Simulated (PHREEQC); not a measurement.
Make-up at 20 °C: 0.22 mol Cd(NO3)2, 5.3e-05 mol Fe2(SO4)3 and 0.02 mol NaBr per kg of water. Closed to the air; pH follows from the charge balance.

Equilibrium calculation in PHREEQC: ion-association model, wateq4f.dat.

Precipitation was switched off in this run.

Q: What pH does the model give?

A: pH 3.95.

Q: In which forms is N present?

A: NO3- 90 %, CdNO3+ 10 % of the N.

The solution is supersaturated, for example in Fe(OH)3(a), Hematite (slow to form), so a real one may precipitate; this is no full list. Species that the database lacks are ignored.
